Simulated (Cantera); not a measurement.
An isothermal, constant-pressure homogeneous reactor starts with NH3 : H2 = 1 : 0.12 (molar parts), at 2173 K and 14.3 Torr.

Cantera simulation using the gas-phase N/H chemistry of the illustrative SiF4/NH3 mechanism in the Surface Chemkin manual (1991); the numbers are that mechanism's predictions, not measurements. Walls and surfaces, which speed up NH3 decomposition in real reactors, are not modelled.

One state of this run: x NH3 = 0.880; x H2 = 0.114; x N2H4 = 2.31e-8; x N = 1.65e-6; x NH = 4.90e-5. x: mole fraction; the columns are a selection and need not sum to one.

Question: Which value of t (s) does it belong to?
A) 1.65
B) 0.00299
C) 0.0447
D) 0.000200

Answer: B, 0.00299
